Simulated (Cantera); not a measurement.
Feed: 1 mol TiCl₄, 0.27 mol C₃H₈, 30 mol H₂, equilibrated at 1875 K and 0.00750 bar.

Method: chemical equilibrium by Gibbs-energy minimisation in Cantera with the NASA 1993 tables (ideal gas, pure condensed phases). Candidate condensed phases: C, C₆H₆, C₇H₈, C₈H₁₈, Ti, TiC, TiCl₂, TiCl₃, TiCl₄; 96 gas species. The tables' values for TiCl₂ are old estimates; treat these amounts as uncertain. TiC: taken at fixed stoichiometry. Kinetics and transport are ignored.

Base state: H₂ 0.880, HCl 0.106, H 0.00710, TiCl₂ 0.00349, TiCl₃ 0.00216, Cl 0.000650, TiCl 7.03e-5 (mole fractions); condensed: TiC(s).

Question: What changes in the equilibrium state with this change: C₃H₈ from 0.27 to 0.3 mol?

Answer: 
```tsv
species	before	after
H₂	0.880	0.877
HCl	0.106	0.112
H	0.00710	0.00709
TiCl₂	0.00349	0.00179
TiCl	7.03e-5	3.41e-5
TiCl₃	0.00216	0.00117
Cl	0.000650	0.000687
TiC(s), mol	0.810	0.900
```
